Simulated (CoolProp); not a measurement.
Vapour-liquid equilibrium of hydrogen chloride (1) + ethane (2) at 1400 kPa; x and y are mole fractions of (1).

Values from CoolProp's multi-fluid Helmholtz-energy mixture model, Thol 2018 and Bücker 2006; pair parameters Bell 2016.

```
x     bubble temperature, mixture model (K)  bubble temperature, Raoult's law (K)  y, mixture model  y, Raoult's law
----  -------------------------------------  ------------------------------------  ----------------  ---------------
0.05                                  250.0                                 252.5               ___            0.052
0.2                                   245.2                                 252.3               ___            0.206
0.35                                  243.0                                 252.1             0.425            0.358
0.5                                   242.3                                 252.0             0.513            0.509
0.65                                  242.6                                 251.8             0.593            0.658
0.8                                     ___                                 251.6             0.695            0.805
0.95                                  248.6                                 251.4             0.888            0.952
```

**Question.** Complete the blanks.

**Answer.** 
- 0.05, y, mixture model: 0.099
- 0.2, y, mixture model: 0.302
- 0.8, bubble temperature, mixture model (K): 244.2

The largest gap from Raoult's law is -9.7 K in bubble temperature, at x = 0.5. y crosses x between x = 0.5 and 0.65: the model has an azeotrope there.

Pair parameters are fitted to limited data, so mixtures are less certain than the pure fluids.
